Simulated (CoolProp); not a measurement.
R1132(E) at several states: Z from the reference equation and from simpler models built on Tc = 348.8 K, pc = 5.174 MPa, ω = 0.245; each cubic takes its own stable root.

Computed with CoolProp (reference Helmholtz-energy equation of state, Akasaka 2024).

```tsv
T (K)	p (MPa)	phase	reference
326	0.57	gas	0.9500
357.2	6.5	supercritical	0.2565
354.7	4.25	gas	0.6474
383.4	0.0179	gas	0.9991
348.1	2.11	gas	0.8400
```

Task: How far does each simpler model (van der Waals, Soave-Redlich-Kwong, Peng-Robinson) lie from the reference over these 5 states: mean and median of the absolute difference, and the worst?

Result: 
- van der Waals: mean 8.0 %, median 2.7 %, worst +30.8 % at 357.2 K and 6.5 MPa
- Soave-Redlich-Kwong: mean 5.5 %, median 0.5 %, worst +25.0 % at 357.2 K and 6.5 MPa
- Peng-Robinson: mean 3.8 %, median 1.2 %, worst +15.4 % at 357.2 K and 6.5 MPa
